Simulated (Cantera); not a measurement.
An isothermal, constant-pressure homogeneous reactor starts with 2.34 % H2, 97.7 % O2, equivalence ratio 0.012, at 1048 K and 10.00 Torr.

Computed with Cantera and the H2/O2 subset of GRI-Mech 3.0, which has no nitrogen chemistry. Radical loss at walls, strong at low pressure, is not modelled.

x: mole fraction; the columns are a selection and need not sum to one.

```tsv
t (s)	x H2	x O2	x OH	x O	x H2O	x HO2	x H
0.000500	0.0234	0.977	3.27e-10	4.97e-10	3.44e-10	3.93e-10	2.30e-10
0.00115	0.0234	0.977	1.91e-9	3.36e-9	3.63e-9	9.27e-10	1.13e-9
0.00263	0.0234	0.977	5.77e-8	1.05e-7	1.37e-7	…	3.26e-8
0.00602	0.0231	0.976	0.000115	0.000211	0.000282	…	6.75e-5
0.0138	0.000453	0.961	0.00124	0.0131	0.0210	…	0.00290
0.0316	0.000152	0.966	0.000775	0.00898	0.0224	…	0.00123
0.0725	6.84e-5	0.972	0.000516	0.00408	0.0231	…	0.000369
0.166	2.09e-5	0.975	0.000285	0.00127	0.0235	…	6.34e-5
0.381	4.89e-6	0.976	0.000140	0.000306	0.0236	…	7.47e-6
0.873	1.04e-6	0.976	6.60e-5	6.79e-5	0.0237	…	7.82e-7
2.00	2.34e-7	0.976	3.20e-5	1.58e-5	0.0237	…	8.81e-8
```

Problem. What belongs in the gaps?

Solution. 
- 0.00263, x HO2: 3.29e-9
- 0.00602, x HO2: 1.76e-6
- 0.0138, x HO2: 3.80e-6
- 0.0316, x HO2: 2.94e-6
- 0.0725, x HO2: 2.18e-6
- 0.166, x HO2: 1.28e-6
- 0.381, x HO2: 5.87e-7
- 0.873, x HO2: 2.17e-7
- 2.00, x HO2: 7.06e-8
